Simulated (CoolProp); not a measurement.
Nitrogen along the isobar 67.7 bar: density (kg/m³) from the reference equation and from simpler models built on Tc = 126.2 K, pc = 33.96 bar, ω = 0.037; each cubic takes its own stable root.

The numbers come from the reference Helmholtz-energy equation of state, Span 2000 in CoolProp.

| T (K) | phase | reference | van der Waals | Redlich-Kwong | Soave-Redlich-Kwong | Peng-Robinson |
|---|---|---|---|---|---|---|
| 125 | liquid | 565.8 | 427.4 | 530.3 | 530.5 | 590.6 |
| 141.7 | supercritical | 372.4 | 340.0 | 347.3 | 341.3 | ? |
| 158.5 | supercritical | 219.8 | 236.9 | 218.6 | 213.4 | ? |
| 175.2 | supercritical | 167.4 | 178.9 | 168.2 | 164.4 | 172.5 |
| 191.9 | supercritical | 139.8 | 147.9 | 140.9 | 137.7 | 143.6 |
| 208.7 | supercritical | 121.7 | 128.0 | 122.9 | 120.1 | 124.6 |
| 225.4 | supercritical | 108.8 | 113.7 | 109.9 | ? | 111.0 |
| 242.2 | supercritical | ? | 102.8 | 99.78 | 97.58 | 100.5 |
| 258.9 | supercritical | 90.71 | ? | 91.70 | 89.72 | 92.18 |
| 275.6 | supercritical | 84.08 | 87.04 | 85.01 | 83.22 | 85.30 |

Problem. What belongs in the gaps?

Solution. 
- 141.7, Peng-Robinson: 368.0
- 158.5, Peng-Robinson: 226.0
- 225.4, Soave-Redlich-Kwong: 107.4
- 242.2, reference: 98.72
- 258.9, van der Waals: 94.16
